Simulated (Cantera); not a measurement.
Feed: 1 mol B₂H₆, 1.6 mol O₂, 120 mol N₂, equilibrated at 2.30 mbar.

Method: chemical equilibrium by Gibbs-energy minimisation in Cantera with the NASA 1993 tables (ideal gas, pure condensed phases). Candidate condensed phases: B, BN, B₂O₃, B₃O₃H₃, H₂O; 39 gas species. The feed counts by its element totals alone. Kinetics and transport are ignored.

x: gas mole fraction; n: condensed amount in mol.

| T (°C) | x N₂ | x H₂ | x H | x B₂O₃ | x HBO₂ | n B₂O₃(l) |
|---|---|---|---|---|---|---|
| 1177 | 0.971 | 0.0223 | 2.95e-5 | 0.00327 | 0.00335 | 0.368 |
| 1252 | 0.968 | 0.0219 | 7.30e-5 | 0.00578 | 0.00380 | 0 |
| 1327 | 0.968 | 0.0217 | 0.000167 | 0.00562 | 0.00392 | 0 |
| 1402 | 0.967 | 0.0214 | … | 0.00542 | 0.00408 | 0 |
| 1477 | 0.967 | 0.0211 | 0.000704 | 0.00516 | 0.00427 | 0 |
| 1552 | 0.967 | 0.0205 | 0.00132 | 0.00482 | 0.00450 | 0 |
| 1627 | 0.966 | 0.0198 | 0.00233 | 0.00439 | 0.00475 | 0 |
| 1702 | 0.965 | 0.0187 | … | … | 0.00498 | 0 |
| 1777 | 0.963 | 0.0172 | 0.00620 | 0.00333 | 0.00512 | 0 |

Complete the blanks.


- 1402, x H: 0.000354
- 1702, x H: 0.00390
- 1702, x B₂O₃: 0.00389
